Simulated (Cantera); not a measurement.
Input (Python, Cantera):

```python
import numpy as np
import cantera as ct

surf = ct.Interface("ptcombust.yaml", "Pt_surf")
gas = surf.adjacent["gas"]
gas.TPX = 1073, 100000, {'CH4': 0.025, 'O2': 0.011, 'N2': 0.79}
surf.TP = 1073, 100000
reactor = ct.FlowReactor(gas, clone=False)
reactor.area = 0.0001  # m2
reactor.surface_area_to_volume_ratio = 160  # 1/m
reactor.mass_flow_rate = 0.21 * reactor.area * gas.density  # inlet velocity 0.21 m/s
reactor.energy_enabled = False
wall = ct.ReactorSurface(surf, reactor, clone=False)
net = ct.ReactorNet([reactor])
net.rtol, net.atol = 1e-8, 1e-16
show, cover = ['CH4', 'O2', 'H2O', 'CO2', 'CO'], ['PT(S)', 'H(S)', 'O(S)', 'OH(S)', 'CO(S)', 'C(S)']

rows = []
print(f"{'z/m':>9s}{'u/(m/s)':>9s}" + "".join(f"{s:>13s}" for s in show + cover))
for z in [3.4e-05, 5.6e-05, 9.4e-05, 0.00016, 0.00026, 0.00043, 0.00073, 0.0012, 0.002, 0.0034]:
    net.advance(z)
    rows.append([reactor.speed, *gas[show].X, *surf[cover].coverages])
    print(f"{z:9.4g}{rows[-1][0]:9.3g}" + "".join(f"{x:13.4e}" for x in rows[-1][1:]))
```

Output:

```
      z/m  u/(m/s)          CH4           O2          H2O          CO2           CO        PT(S)         H(S)         O(S)        OH(S)        CO(S)         C(S)
  3.4e-05     0.21   2.8708e-02   1.1315e-02   2.4482e-03   1.2615e-06   1.5247e-03   7.8684e-01   1.8403e-03   1.2335e-05   1.3171e-05   2.2154e-02   1.8914e-01
  5.6e-05     0.21   2.7940e-02   1.0381e-02   3.5488e-03   2.0389e-06   2.2751e-03   7.3286e-01   2.0424e-03   8.1140e-06   9.6936e-06   2.7445e-02   2.3764e-01
  9.4e-05    0.211   2.6892e-02   9.1666e-03   4.9331e-03   3.0236e-06   3.2959e-03   6.5877e-01   2.2672e-03   4.7199e-06   6.4896e-06   3.1219e-02   3.0773e-01
  0.00016    0.211   2.5601e-02   7.7612e-03   6.4560e-03   4.0197e-06   4.5520e-03   5.6526e-01   2.4674e-03   2.4242e-06   3.9530e-06   3.1175e-02   4.0109e-01
  0.00026    0.211   2.4338e-02   6.4836e-03   7.7514e-03   4.7319e-06   5.7785e-03   4.7075e-01   2.5752e-03   1.2149e-06   2.3687e-06   2.7168e-02   4.9950e-01
  0.00043    0.211   2.3073e-02   5.3002e-03   8.8579e-03   5.2045e-06   7.0037e-03   3.7387e-01   2.5835e-03   5.6167e-07   1.3438e-06   2.0627e-02   6.0292e-01
  0.00073    0.212   2.1895e-02   4.2816e-03   9.7211e-03   5.4680e-06   8.1431e-03   2.8380e-01   2.4879e-03   2.4355e-07   7.3251e-07   1.3756e-02   6.9995e-01
   0.0012    0.212   2.0964e-02   3.5335e-03   1.0290e-02   5.5859e-06   9.0416e-03   2.1536e-01   2.3332e-03   1.1185e-07   4.1907e-07   8.7696e-03   7.7354e-01
    0.002    0.212   2.0173e-02   2.9367e-03   1.0696e-02   5.6424e-06   9.8041e-03   1.6116e-01   2.1427e-03   5.1410e-08   2.4134e-07   5.3143e-03   8.3138e-01
   0.0034    0.212   1.9498e-02   2.4560e-03   1.0986e-02   5.6699e-06   1.0454e-02   1.1924e-01   1.9359e-03   2.3592e-08   1.3963e-07   3.0970e-03   8.7573e-01
```

Model: Deutschmann's 1995 Pt surface mechanism with GRI-Mech 3.0 gas chemistry, integrated in Cantera. Catalytic surfaces can have several steady states; this one follows from the mechanism file's or the stated starting coverage. Mass transfer to the wall is taken as infinitely fast.
